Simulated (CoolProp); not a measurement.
Vapour-liquid equilibrium of m-xylene (1) + n-decane (2) at 0.00246 MPa; x and y are mole fractions of (1).

The numbers come from the multi-fluid Helmholtz-energy mixture model, Zhou 2012 and Lemmon 2006; pair parameters Bell 2016 in CoolProp.

Problem. Give the bubble temperature and the first vapour's composition at x = 0.25, 0.75, 0.95. Is there an azeotrope?

Solution. x = 0.25: 329.5 K, y = 0.611; x = 0.75: 316.8 K, y = 0.933; x = 0.95: 313.4 K, y = 0.989. No azeotrope shows between x = 0.05 and 0.95.

The pair parameters rest on a limited set of measurements; away from them the model extrapolates.
